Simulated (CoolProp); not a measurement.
R236EA along the isotherm 31.85 °C: density (kg/m³) from the reference equation and from simpler models built on Tc = 139.3 °C, pc = 3.414 MPa, ω = 0.368; each cubic takes its own stable root.

The numbers come from the reference Helmholtz-energy equation of state, Rui 2013 in CoolProp.

| p (MPa) | phase | reference | Soave-Redlich-Kwong | Peng-Robinson |
|---|---|---|---|---|
| 0.667 | liquid | 1406 | 1278 | 1448 |
| 1.33 | liquid | 1409 | 1283 | 1453 |
| 2 | liquid | 1412 | 1288 | 1457 |
| 2.67 | liquid | 1415 | 1292 | 1462 |
| 3.33 | liquid | 1417 | 1297 | 1466 |
| 4 | liquid | 1420 | 1301 | 1470 |
| 4.67 | liquid | 1423 | 1305 | 1474 |
| 5.33 | liquid | 1425 | 1309 | 1478 |
| 6 | liquid | 1428 | 1313 | 1482 |
